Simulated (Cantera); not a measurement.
Equilibrium for boron, boron nitride and boron oxide: B2H6 + H2 + O2

Feed: 1 mol B2H6, 2.9 mol H2, a varied amount of O2, held at 1823.15 K and 0.135 Torr.

Cantera equilibrium calculation (NASA polynomials, part measured and part estimated; ideal gas, pure solids and liquids). Candidate condensed phases: B, B2O3, B3O3H3, H2O; 23 gas species. The feed counts by its element totals alone. The tables' values for BH2 are old estimates; treat these amounts as uncertain. Kinetics and transport are ignored.

```tsv
n(O2) (mol)	log p H2	log p HBO2	log p HBO	log p B2O3	log p BO	log p B2O2	log p H	log p H2O	n B(s)
0.35	-3.80	-8.28	-5.02	-8.06	-5.24	-5.68	-5.26	-9.61	1.30
0.4	-3.81	-8.19	-4.98	-7.93	-5.20	-5.59	-5.27	-9.57	1.20
0.46	-3.82	-8.10	-4.94	-7.79	-5.15	-5.50	-5.27	-9.53	1.08
0.53	-3.82	-8.02	-4.90	-7.66	-5.11	-5.41	-5.27	-9.49	0.938
0.61	-3.83	-7.93	-4.86	-7.52	-5.06	-5.32	-5.28	-9.46	0.778
0.7	-3.84	-7.86	-4.82	-7.40	-5.02	-5.23	-5.28	-9.43	0.598
0.8	-3.85	-7.78	-4.78	-7.28	-4.98	-5.16	-5.29	-9.40	0.398
0.92	-3.86	-7.71	-4.75	-7.16	-4.94	-5.08	-5.29	-9.37	0.158
1.1	-3.87	-5.93	-4.79	-5.42	-4.98	-5.15	-5.30	-7.56	0
1.2	-3.86	-5.58	-4.86	-5.14	-5.05	-5.29	-5.29	-7.13	0
1.4	-3.86	-5.13	-5.06	-4.90	-5.26	-5.70	-5.29	-6.48	0
1.6	-3.86	-4.81	-5.36	-4.87	-5.55	-6.29	-5.29	-5.86	0
1.8	-3.88	-4.60	-5.68	-4.96	-5.86	-6.91	-5.30	-5.35	0
```
log p: log10 of the partial pressure in bar; n: condensed amount in mol.

From 0.35 mol O2 to 0.92 mol O2 the condensed part is B(s). From 1.1 mol O2 to 1.8 mol O2 nothing is condensed. The main B-bearing gas is HBO at 0.35 mol O2 and HBO2 at 1.8 mol O2.
